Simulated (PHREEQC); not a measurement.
Silver or lead bath

A solution holds 0.0029 mol Ag2SO4, 0.00018 mol NaCl and 0.00051 mol Zn(NO3)2 per kg of water, at 25 °C. Closed to the air; pH follows from the charge balance.

All values are PHREEQC results (ion-association model, wateq4f.dat), not measurements.

Each row changes one thing in this solution. No solid was allowed to form.

```tsv
case	pH	ionic strength (mol/kgw)	Ag+ (mol/kgw)	SO4-2 (mol/kgw)	Zn+2 (mol/kgw)	AgSO4- (mol/kgw)	SI of Zincite(c) (ZnO)	SI of Zn(OH)2-e (Zn(OH)2)
as made	6.28	0.00942	0.00545	0.00260	0.000396	0.000186	-2.15	-2.51
Ag2SO4 from 0.0029 to 0.0145 mol/kgw	[?]	0.0384	0.0260	0.0114	0.000293	0.00286	-2.09	-2.45
Zn(NO3)2 from 0.00051 to 0.000765 mol/kgw	6.19	0.00999	0.00545	0.00255	0.000600	0.000181	-2.15	-2.51
3.5e-05 mol/kgw H2SO4 added	4.26	0.00950	0.00545	0.00262	0.000396	0.000187	-6.18	-6.54
Zn(NO3)2 from 0.00051 to 0.0051 mol/kgw	[?]	0.0209	0.00549	0.00204	0.00438	0.000126	-2.15	-2.51
0.0039 mol/kgw Fe(NO3)3 added	2.78	0.0207	0.00554	0.00110	0.000469	6.86e-5	-9.13	-9.49
diluted 5-fold with water	[?]	0.00200	0.00113	0.000561	9.34e-5	1.01e-5	-2.24	-2.60
```

**Question.** Complete the blanks.

**Answer.** 
- Ag2SO4 from 0.0029 to 0.0145 mol/kgw, pH: 6.44
- Zn(NO3)2 from 0.00051 to 0.0051 mol/kgw, pH: 5.79
- diluted 5-fold with water, pH: 6.51

Species that the database lacks are ignored. Some of these states are supersaturated (in Cerargyrite, Jarosite-Na, for instance).
